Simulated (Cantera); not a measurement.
A closed system holds: 1 mol FeS, 1.1 mol SO₃, 5.9 mol H₂O, held at 748.15 K and 610000 Pa.

Equilibrium computed with Cantera from the NASA thermochemical tables; the gas is ideal and each condensed phase is pure. Candidate condensed phases: Fe, FeO, Fe(OH)₂, Fe(OH)₃, FeS, FeSO₄, FeS₂, Fe₂O₃, Fe₂(SO₄)₃, Fe₃O₄, H₂O, H₂SO₄, S; 22 gas species. Equilibrium is a limit: real reactors are often held back by kinetics, nucleation or transport.

Base state: H₂O 0.821, SO₂ 0.176, H₂S 0.00238, S₂ 6.66e-5, S₂O 3.33e-5, H₂ 2.34e-5 (mole fractions); condensed: FeS₂(s) + Fe₃O₄(s).

What changes in the equilibrium state with this change: 2 mol NH₃ added?


| species | before | after |
|---|---|---|
| H₂O | 0.821 | 0.883 |
| N₂ | 0 | 0.0996 |
| SO₂ | 0.176 | 0.0141 |
| S₂O | 3.33e-5 | 3.66e-6 |
| S₂ | 6.66e-5 | 1.89e-5 |
| H₂ | 2.34e-5 | 6.48e-5 |
| H₂S | 0.00238 | 0.00351 |
| FeS₂(s), mol | 0.409 | 0.961 |
| Fe₃O₄(s), mol | 0.197 | 0.0130 |
